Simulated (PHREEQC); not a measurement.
Model water analysis in mg/L, 80 °C, pH 1.93, pe 9.3:

```
constituent    mg/L
-----------  ------
Na             46.7
K              10.5
Ca               32
Mg             75.4
Cl             63.5
S(6) as SO4    1510
B            0.0165
N(5) as NO3  0.0758
```

Valence states are taken as typed.

Model: ion-association model, phreeqc.dat, run in PHREEQC.

Precipitation was switched off in this run.

**Question.** What ionic strength, charge-balance error does the model give?

**Answer.** ionic strength 0.0262 mol/kgw; charge-balance error 2.3 %.

**Question.** In which forms is K present?

**Answer.** K+ 97 %, KSO4- 2.9 % of the K.

Species that the database lacks are ignored. Constants without temperature data keep their 25 °C values here.
